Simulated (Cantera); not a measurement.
An adiabatic, constant-pressure homogeneous reactor starts with 18.6 % CH4, 2.23 % H2, 16.6 % O2, 62.6 % N2, at 1500 K and 4.93 atm.

Model: GRI-Mech 3.0 (53 species, 325 reactions), integrated in Cantera.

One state of this run: T (K) = 2404; x CH4 = 1.56e-9; x H2 = 0.215; x O2 = 7.00e-7; x CH2O = 6.10e-8; x OH = 0.000317; x CO2 = 0.0122. x: mole fraction; the columns are a selection and need not sum to one.

**Question.** Which value of t (s) does it belong to?
(A) 0.000295
(B) 4.60e-6
(C) 0.00823
(D) 2.43e-5

**Answer.** C, 0.00823
